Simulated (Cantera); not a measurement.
Cantera with NASA thermochemical tables; ideal gases at 1 bar, condensed phases pure. Values are per mole of reaction as written; species without (g) are pure solids or liquids, kept so even where they would boil at 1 bar. TaC: taken at fixed stoichiometry.

Task: Between 1525 and 1975 K, where is each reaction favourable under standard conditions?
- 2 TaC + 3 H2(g) ⇌ 2 CH3(g) + 2 Ta

Result: 
- 2 TaC + 3 H2(g) ⇌ 2 CH3(g) + 2 Ta: ΔG° is 629 kJ at 1525 K and 652 kJ at 1975 K; it stays positive (K < 1). ΔH° is 548 kJ and ΔS° -52 J/K at 1975 K.
